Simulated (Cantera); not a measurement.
Feed: 1 mol trisilylamine, 18 mol N2, 0.22 mol H2, at 1975 K.

These are equilibrium values from Cantera (NASA tables, ideal gas, pure condensed phases), not measurements of a reactor. Candidate condensed phases: Si, Si3N4; 18 gas species. The feed counts by its element totals alone. Gases not in the tables: Si2H6 and higher silanes. The numbers say what is thermodynamically allowed, not how fast it happens.

Task: Which condensed phases are stable at each of these points (P (Pa)): 5, 36, 260, 1900, 14000, 100000?

Result: 
| P (Pa) | condensed phases | Si condensed (%) |
|---|---|---|
| 5 | gas only | 0.0 |
| 36 | Si(l) | 18.5 |
| 260 | Si(l) | 89.3 |
| 1900 | Si(l) | 98.4 |
| 14000 | Si(l) | 99.7 |
| 100000 | Si3N4(s) | 100.0 |

At 5.00 Pa nothing is condensed. From 36.0 Pa to 14000 Pa the condensed part is Si(l). At 100000 Pa the condensed part is Si3N4(s).
